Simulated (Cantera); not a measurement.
Thermodynamics of aluminium nitride and oxide growth, feed AlCl3 + O2 + H2 + H2O

Input: 1 mol AlCl3, 0.79 mol O2, 2 mol H2, 27 mol H2O, equilibrated at 69.0 Pa.

Cantera equilibrium calculation (NASA polynomials, part measured and part estimated; ideal gas, pure solids and liquids). Candidate condensed phases: Al, AlCl3, Al2O3, H2O; 29 gas species. Equilibrium is a limit: real reactors are often held back by kinetics, nucleation or transport.

```csv
T (°C),x H2O,x HCl,x H2,x OH,x O2,x H,x Cl,n Al2O3(s)
1525,0.865,0.0915,0.0266,0.00467,0.00428,0.00219,0.00576,0.500
1550,0.859,0.0904,0.0296,0.00573,0.00541,0.00284,0.00661,0.500
1575,0.852,0.0892,0.0330,0.00697,0.00671,0.00367,0.00754,0.500
1600,0.845,0.0879,0.0368,0.00840,0.00819,0.00471,0.00853,0.500
1625,0.836,0.0864,0.0411,0.0100,0.00985,0.00603,0.00958,0.500
1650,0.826,0.0849,0.0458,0.0119,0.0117,0.00767,0.0107,0.500
1675,0.814,0.0832,0.0509,0.0140,0.0138,0.00971,0.0119,0.500
1700,0.802,0.0813,0.0566,0.0164,0.0160,0.0122,0.0131,0.500
1725,0.787,0.0794,0.0626,0.0191,0.0185,0.0153,0.0144,0.500
1750,0.771,0.0773,0.0692,0.0221,0.0211,0.0190,0.0158,0.500
```
x: gas mole fraction; n: condensed amount in mol.

From 1525 °C to 1750 °C the condensed part is Al2O3(s). The main Al-bearing gas is AlO2H throughout.
